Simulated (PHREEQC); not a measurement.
Consider water at 25 °C and 10 atm with 0.018 mol SrCl2 per kg of water. Closed to the air; pH follows from the charge balance.

All values are PHREEQC results (ion-association model, phreeqc.dat), not measurements.

```json
{
 "ionic_strength": "0.0540 mol/kgw",
 "specific_conductance": "3990 µS/cm",
 "density": "1.000 g/cm³"
}
```

```csv
species,molality,activity,log γ
Cl-,0.0360,0.0291,-0.092
Sr+2,0.0180,0.00839,-0.332
H+,1.24e-7,1.06e-7,-0.070
OH-,1.20e-7,9.63e-8,-0.093
SrOH+,4.95e-9,4.06e-9,-0.086
```

This is a speciation only: nothing precipitates in the calculation.
